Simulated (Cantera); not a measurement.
Charge: 1 mol SiHCl₃, 1.3 mol N₂, 85 mol H₂, equilibrated at 0.00133 bar.

These are equilibrium values from Cantera (NASA tables, ideal gas, pure condensed phases), not measurements of a reactor. Candidate condensed phases: NH₄Cl, Si, Si₃N₄; 28 gas species. N₂ is the only nitrogen source here; it is nearly inert below about 1500 K, so the nitride shown seldom forms there in practice. The tables' values for SiCl, SiCl₃ are old estimates; treat these amounts as uncertain. Gases not in the tables: Si₂H₆ and higher silanes. The numbers say what is thermodynamically allowed, not how fast it happens.

x: gas mole fraction; n: condensed amount in mol.

```
T (K)   x H₂   x HCl     x N₂  x H   x SiCl₂      x Si    x SiCl  n Si₃N₄(s)  n Si(s)  n Si(l)
-----  -----  ------  -------  ---  --------  --------  --------  ----------  -------  -------
1048   0.959  0.0342  0.00723  ___   1.27e-6    <1e-12    <1e-12       0.333        0        0
1123   0.959  0.0342  0.00723  ___   9.67e-6    <1e-12  1.22e-11       0.333        0        0
1198   0.959  0.0341  0.00727  ___   5.63e-5  1.90e-11  4.40e-10       0.332        0        0
1273   0.959  0.0337  0.00740  ___  0.000257   1.14e-9   1.02e-8       0.326        0        0
1348   0.959  0.0324  0.00783  ___  0.000908   4.18e-8   1.55e-7       0.307        0        0
1423   0.959  0.0294  0.00880  ___   0.00237   1.00e-6   1.60e-6       0.264        0        0
1498   0.954  0.0285   0.0147  ___   0.00273   7.53e-6   5.95e-6           0    0.757        0
1573   0.953  0.0282   0.0147  ___   0.00283   4.12e-5   1.76e-5           0    0.743        0
1648   0.952  0.0280   0.0147  ___   0.00292  0.000193   4.68e-5           0    0.718        0
1723   0.949  0.0279   0.0147  ___   0.00285  0.000738  0.000108           0        0    0.666
1798   0.942  0.0281   0.0146  ___   0.00260   0.00231  0.000214           0        0    0.528
```

### Question
Complete the blanks.

### Answer

- 1048, x H: 2.07e-7
- 1123, x H: 1.14e-6
- 1198, x H: 5.10e-6
- 1273, x H: 1.91e-5
- 1348, x H: 6.20e-5
- 1423, x H: 0.000178
- 1498, x H: 0.000460
- 1573, x H: 0.00109
- 1648, x H: 0.00238
- 1723, x H: 0.00486
- 1798, x H: 0.00936
